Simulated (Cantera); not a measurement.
A perfectly stirred reactor is fed with H₂ : O₂ = 0.034 : 1 (molar parts), equivalence ratio 0.017, at 0.0133 bar; it is held at 1373 K, and followed from long to short residence time.

Computed with Cantera and the H2/O2 subset of GRI-Mech 3.0, which has no nitrogen chemistry. Radical loss at walls, strong at low pressure, is not modelled.

Question: Predict: x(H₂) at τ = 7.90 s; x(O₂) at τ = 7.90 s; x(O) at τ = 7.90 s; x(H₂O₂) at τ = 7.90 s; x(HO₂) at τ = 7.90 s; x(H₂) at τ = 0.240 s; x(O₂) at τ = 0.240 s; x(O) at τ = 0.240 s; x(H₂O₂) at τ = 0.240 s; x(HO₂) at τ = 0.240 s.

Answer: 
```json
{
  "x(H₂) at τ = 7.90 s": "3.01e-5",
  "x(O₂) at τ = 7.90 s": "0.965",
  "x(O) at τ = 7.90 s": "0.00136",
  "x(H₂O₂) at τ = 7.90 s": "1.33e-8",
  "x(HO₂) at τ = 7.90 s": "3.11e-7",
  "x(H₂) at τ = 0.240 s": "0.000227",
  "x(O₂) at τ = 0.240 s": "0.955",
  "x(O) at τ = 0.240 s": "0.0105",
  "x(H₂O₂) at τ = 0.240 s": "3.15e-8",
  "x(HO₂) at τ = 0.240 s": "9.96e-7"
}
```
